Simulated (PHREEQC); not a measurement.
Dissolve 1.8 mmol/kgw HCl, 0.21 mmol/kgw ZnSO4 and 2.2 mmol/kgw KCl at 18 °C. Closed to the air; pH follows from the charge balance.

Equilibrium calculation in PHREEQC: ion-association model, phreeqc.dat.

| quantity | before | after |
|---|---|---|
| pH | 2.78 | 2.78 |
| SO4-2 (mol/kgw) | 0.000183 | 0.000164 |
| HSO4- (mol/kgw) | 2.06e-5 | 3.79e-5 |
| ZnSO4 (mol/kgw) | 4.65e-6 | 5.02e-6 |
| KSO4- (mol/kgw) | 1.86e-6 | 2.79e-6 |
| ZnCl+ (mol/kgw) | 1.20e-6 | 4.40e-6 |
| SI of Sylvite (KCl) | -5.98 | -6.14 |

### Question
Which change was made?
(A) 0.0003 mol/kgw HBr added
(B) 2.4e-05 mol/kgw Ca(OH)2 added
(C) 0.00022 mol/kgw Na2CO3 added
(D) diluted 10-fold with water
(E) temperature from 18 to 50 °C

### Answer
E, temperature from 18 to 50 °C

No solid was allowed to form. Constants without temperature data keep their 25 °C values here.
